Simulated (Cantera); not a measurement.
Thermodynamics of sublimation and decomposition of ceramics, feed SiC + Si + H2

A closed system holds: 1 mol SiC, 0.0088 mol Si, 0.029 mol H2, equilibrated at 2725 K and 1 atm.

Cantera equilibrium calculation (NASA polynomials, part measured and part estimated; ideal gas, pure solids and liquids). Candidate condensed phases: C, C6H6, C7H8, C8H18, Si, SiC; 87 gas species. Mutual solubility and eutectic melting of coexisting phases are not modelled. Gases not in the tables: Si2H6 and higher silanes. Equilibrium is a limit: real reactors are often held back by kinetics, nucleation or transport.

| Item | Result |
|---|---|
| x(H2) | 0.902 |
| x(H) | 0.0589 |
| x(Si) | 0.0219 |
| x(Si2C) | 0.00530 |
| x(SiH) | 0.00404 |
| x(C2H2 (acetylene)) | 0.00352 |
| x(SiH2) | 0.00194 |
| x(SiC2) | 0.00155 |
| x(Si2) | 0.000791 |
| n(Si(l)) | 0.00798 mol |
| n(SiC(s)) | 1.000 mol |
| gas amount | 0.03089 mol |
| log10 activity of C(graphite) (absent) | -0.41 |
